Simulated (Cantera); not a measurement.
What does this Cantera script print?

```python
import numpy as np
import cantera as ct

gas = ct.Solution("gri30.yaml", transport_model="mixture-averaged")
show = ['N2', 'O', 'H2']

rows = []
print(f"{'T/K':>7s}{'rho':>11s}{'cp':>10s}{'mu':>11s}{'lambda':>11s}{'Pr':>7s}" + "".join(f"{'D_' + s:>11s}" for s in show))
for T in [400, 600, 800, 1000, 1200, 1400, 1600, 1800]:
    gas.TPX = T, 150000, {'NO': 0.47}
    Pr = gas.cp_mass * gas.viscosity / gas.thermal_conductivity
    D = [gas.mix_diff_coeffs_mole[gas.species_index(s)] for s in show]
    rows.append([gas.density, gas.cp_mass, gas.viscosity, gas.thermal_conductivity, Pr, *D])
    print(f"{T:7g}{gas.density:11.4e}{gas.cp_mass:10.1f}{gas.viscosity:11.4e}"
          f"{gas.thermal_conductivity:11.4e}{Pr:7.3f}" + "".join(f"{d:11.4e}" for d in D))
print("SI units: kg/m3, J/kg/K, Pa s, W/m/K, m2/s")
```

Output:

```
    T/K        rho        cp         mu     lambda     Pr       D_N2        D_O       D_H2
    400 1.3533e+00     998.6 2.3120e-05 3.2415e-02  0.712 2.2883e-05 3.5609e-05 8.5511e-05
    600 9.0222e-01    1040.9 3.0618e-05 4.5123e-02  0.706 4.5707e-05 7.0889e-05 1.6871e-04
    800 6.7667e-01    1092.2 3.7097e-05 5.7252e-02  0.708 7.4147e-05 1.1484e-04 2.7230e-04
   1000 5.4133e-01    1132.7 4.2948e-05 6.8643e-02  0.709 1.0764e-04 1.6659e-04 3.9434e-04
   1200 4.5111e-01    1159.2 4.8363e-05 7.9343e-02  0.707 1.4580e-04 2.2556e-04 5.3344e-04
   1400 3.8667e-01    1181.0 5.3449e-05 8.9432e-02  0.706 1.8835e-04 2.9131e-04 6.8857e-04
   1600 3.3833e-01    1198.6 5.8275e-05 9.8988e-02  0.706 2.3504e-04 3.6348e-04 8.5890e-04
   1800 3.0074e-01    1212.8 6.2887e-05 1.0808e-01  0.706 2.8571e-04 4.4180e-04 1.0438e-03
SI units: kg/m3, J/kg/K, Pa s, W/m/K, m2/s
```

Cantera simulation using GRI-Mech 3.0 (53 species, 325 reactions); the numbers are that mechanism's predictions, not measurements. The composition is frozen, though it would react at the higher temperatures.
